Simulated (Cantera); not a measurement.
What does this Cantera script print?

```python
import numpy as np
import cantera as ct

gas_names = [...]  # 127 gases of nasa_gas.yaml made of C, Fe, H, O, S
cond_names = """
    C(gr) C6H6(L) C7H8(L) C8H18(L),n-octa Fe(a) Fe(c) Fe(d) Fe(L) FeC5O5(L) FeO(s) FeO(L) Fe(OH)2(s)
    Fe(OH)3(s) FeS(a) FeS(b) FeS(c) FeS(L) FeSO4(s) FeS2(s) Fe2O3(s) Fe2S3O12(s) Fe3O4(s) H2O(s) H2O(L)
    H2SO4(L) S(cr1) S(cr2) S(L)
""".split()


# ... load() reads the species with a 1 bar reference pressure and builds the phases ...
atoms = {
    'Fe2O3': {'Fe': 2, 'O': 3},
    'H2S': {'H': 2, 'S': 1},
    'CO2': {'C': 1, 'O': 2},
    'SO3': {'S': 1, 'O': 3},
}
top_T = {'C(gr)': 4500, 'FeSO4(s)': 950, 'FeS2(s)': 1010, 'Fe2O3(s)': 1830, 'Fe2S3O12(s)': 1100, 'Fe3O4(s)': 1870}  # K; cautious upper limits of use, not melting points


# ... equilibrate(T, P, feed) seeds the gas with the atoms and calls Mixture.equilibrate('TP', solver="vcs", rtol=1e-11, max_steps=5000) ...
results = []
feed = {'Fe2O3': 1, 'H2S': 0.93, 'CO2': 5.4, 'SO3': 0.33}  # mol
T = 1125  # K
P = 86000  # Pa
mix = equilibrate(T, P, feed)
results.append((T, P, feed, dict(zip(mix.species_names, mix.species_moles))))
print(gas.report(threshold=0.0001))
for i in range(1, mix.n_phases):
    print(f"{mix.phase(i).name:16s} {mix.phase_moles(i):12.5e} mol")
```

Output:

```
       temperature   1125 K
          pressure   86000 Pa
           density   0.38924 kg/m^3
  mean mol. weight   42.336 kg/kmol
   phase of matter   gas

                          1 kg             1 kmol
                     ---------------   ---------------
          enthalpy       -7.5582e+06       -3.1998e+08  J
   internal energy       -7.7791e+06       -3.2933e+08  J
           entropy            6643.6        2.8126e+05  J/K
    Gibbs function       -1.5032e+07        -6.364e+08  J
 heat capacity c_p            1265.2             53561  J/K
 heat capacity c_v            1068.8             45247  J/K

                      mass frac. Y      mole frac. X     chem. pot. / RT
                     ---------------   ---------------   ---------------
                CO         0.0040771         0.0061623           -42.974
               COS        0.00081182        0.00057214           -53.708
               CO2           0.79805           0.76771           -71.346
                H2        4.5056e-05        0.00094617            -24.92
               H2O          0.055171           0.12965           -53.292
               H2S         0.0022341         0.0027757           -35.655
               SO2           0.12981          0.085793           -67.478
                S2         0.0091186         0.0060206           -21.469
               S2O        0.00063866        0.00033747           -49.841
     [ +118 minor]        3.6571e-05        3.3798e-05

C(gr)             0.00000e+00 mol
Fe(a)             0.00000e+00 mol
FeC5O5(L)         0.00000e+00 mol
FeO(s)            0.00000e+00 mol
Fe(OH)2(s)        0.00000e+00 mol
Fe(OH)3(s)        0.00000e+00 mol
FeS(c)            5.49539e-01 mol
Fe2O3(s)          0.00000e+00 mol
Fe3O4(s)          4.83487e-01 mol
S(L)              0.00000e+00 mol
```

These are equilibrium values from Cantera (NASA tables, ideal gas, pure condensed phases), not measurements of a reactor. Mutual solubility and eutectic melting of coexisting phases are not modelled. FeS: taken at fixed stoichiometry. Gases not in the tables: S3 to S7.
